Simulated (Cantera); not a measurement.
A perfectly stirred reactor is fed with CO : H₂ : CH₄ : O₂ : N₂ : H₂O = 1 : 0.27 : 0.33 : 2.06 : 7.73 : 1.2 (molar parts), equivalence ratio 0.63, at 1000000 Pa; it is adiabatic with a 700 K inlet, and is followed from long to short residence time, starting on the burning branch (τ in s: 0.16, 0.043, 0.012, 0.0032, 0.00087, 0.00024, 6.5e-05, 1.8e-05, 4.8e-06).

Cantera simulation using GRI-Mech 3.0 (53 species, 325 reactions); the numbers are that mechanism's predictions, not measurements.

x: mole fraction; the columns are a selection and need not sum to one.

```json
[
 {"τ (s)": "0.16", "T (K)": "2018", "x CO": "0.000240", "x H₂": "7.70e-5", "x CH₄": "3.10e-7", "x C₂H₄": "2.35e-12", "x CO₂": "0.111", "x C₂H₆": "<1e-12"},
 {"τ (s)": "0.043", "T (K)": "2018", "x CO": "0.000306", "x H₂": "8.52e-5", "x CH₄": "1.11e-6", "x C₂H₄": "2.97e-11", "x CO₂": "0.111", "x C₂H₆": "3.83e-12"},
 {"τ (s)": "0.012", "T (K)": "2016", "x CO": "0.000517", "x H₂": "0.000111", "x CH₄": "3.62e-6", "x C₂H₄": "3.04e-10", "x CO₂": "0.111", "x C₂H₆": "3.94e-11"},
 {"τ (s)": "0.0032", "T (K)": "2010", "x CO": "0.00116", "x H₂": "0.000191", "x CH₄": "1.08e-5", "x C₂H₄": "2.42e-9", "x CO₂": "0.110", "x C₂H₆": "3.20e-10"},
 {"τ (s)": "0.00087", "T (K)": "1994", "x CO": "0.00280", "x H₂": "0.000391", "x CH₄": "2.83e-5", "x C₂H₄": "1.27e-8", "x CO₂": "0.108", "x C₂H₆": "[?]"},
 {"τ (s)": "0.00024", "T (K)": "1959", "x CO": "0.00673", "x H₂": "0.000831", "x CH₄": "7.22e-5", "x C₂H₄": "5.29e-8", "x CO₂": "0.104", "x C₂H₆": "[?]"},
 {"τ (s)": "6.5e-5", "T (K)": "1872", "x CO": "0.0172", "x H₂": "0.00173", "x CH₄": "0.000225", "x C₂H₄": "2.60e-7", "x CO₂": "0.0925", "x C₂H₆": "[?]"},
 {"τ (s)": "1.8e-5", "T (K)": "700", "x CO": "0.0794", "x H₂": "0.0214", "x CH₄": "0.0262", "x C₂H₄": "<1e-12", "x CO₂": "<1e-12", "x C₂H₆": "<1e-12"},
 {"τ (s)": "4.8e-6", "T (K)": "700", "x CO": "0.0794", "x H₂": "0.0214", "x CH₄": "0.0262", "x C₂H₄": "<1e-12", "x CO₂": "<1e-12", "x C₂H₆": "<1e-12"}
]
```

### Question
Complete the blanks.

### Answer

- 0.00087, x C₂H₆: 1.76e-9
- 0.00024, x C₂H₆: 8.28e-9
- 6.5e-5, x C₂H₆: 5.73e-8
